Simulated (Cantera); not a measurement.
Input: 1 mol CH₂F₂, 0.012 mol CH₄, 0.57 mol H₂, held at 3225 °C and 100 Torr.

These are equilibrium values from Cantera (NASA tables, ideal gas, pure condensed phases), not measurements of a reactor. Candidate condensed phases: C, C₆H₆, C₇H₈, C₈H₁₈; 95 gas species. Rates play no part.

Problem. What is the equilibrium state?

Solution. 
```json
{
  "x(HF)": "0.486",
  "x(H)": "0.306",
  "x(C₃)": "0.0649",
  "x(F)": "0.0555",
  "x(H₂)": "0.0360",
  "x(C)": "0.0147",
  "x(C₂)": "0.0108",
  "x(CF)": "0.0103",
  "x(C₂H)": "0.00921",
  "gas_amount": "3.619 mol",
  "log10 activity of C(graphite) (absent)": "-0.17"
}
```
